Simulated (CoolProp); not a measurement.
A simple Rankine cycle with R21: condensing at 289.15 K, boiler at 1.62 MPa, turbine inlet 422.9 K, turbine efficiency 0.8, pump efficiency 0.7, no recuperator. Each further row changes one setting.

The numbers come from the reference Helmholtz-energy equation of state, Platzer 1990 in CoolProp. This equation is an older, rougher fit; its heat capacities, sound speeds and derivatives of the liquid may be far off and weren't checked against measurements.

```csv
case,thermal efficiency (%),net work (kJ/kg),heat in (kJ/kg),turbine exit temperature (K),volume ratio over the turbine
as stated,16.8,51.4,306,319.2,10.5
turbine inlet 442.9 K,17.1,55.2,322,338.9,10.4
condensing temperature 281.15 K,18.1,56.9,314,309.3,13.9
boiler pressure 1.13 MPa,15.0,46.9,312,336.4,7.34
turbine efficiency 0.7,14.6,44.8,306,329.5,10.9
```
